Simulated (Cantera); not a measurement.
Charge: 1 mol B2H6, 1 mol NH3, held at 1975 K and 353 Torr.

Cantera equilibrium calculation (NASA polynomials, part measured and part estimated; ideal gas, pure solids and liquids). Candidate condensed phases: B, BN; 15 gas species. The feed counts by its element totals alone. Mutual solubility and eutectic melting of coexisting phases are not modelled. The tables' values for BH2 are old estimates; treat these amounts as uncertain. Gases not in the tables: B2H6 and higher boranes. Rates play no part.

Base state: H2 0.997, H 0.00199, BH2 0.000404, N2 0.000172, BH3 2.29e-5 (mole fractions); condensed: B(s) + BN(s).

Question: What changes in the equilibrium state with this change: 0.38 mol H2O added?

Answer: 
| species | before | after |
|---|---|---|
| H2 | 0.997 | 0.933 |
| HBO | 0 | 0.0527 |
| B2O2 | 0 | 0.00843 |
| BO | 0 | 0.00162 |
| B2O3 | 0 | 0.000715 |
| HBO2 | 0 | 0.000641 |
| H2O | 0 | 5.77e-5 |
| B(s), mol | 1.000 | 0.627 |
| BN(s), mol | 0.998 | 0.998 |
Further candidate phases: B2O3, B3O3H3, H2O.

Question: What changes in the equilibrium state with this change: temperature from 1975 K to 1100 K?

Answer: 
| species | before | after |
|---|---|---|
| H2 | 0.997 | 1.00 |
| BH3 | 2.29e-5 | 2.92e-7 |
| H | 0.00199 | 3.77e-8 |
| BH2 | 0.000404 | 3.39e-8 |
| N2 | 0.000172 | <1e-9 |
| B(s), mol | 1.000 | 1.000 |
| BN(s), mol | 0.998 | 1.00 |
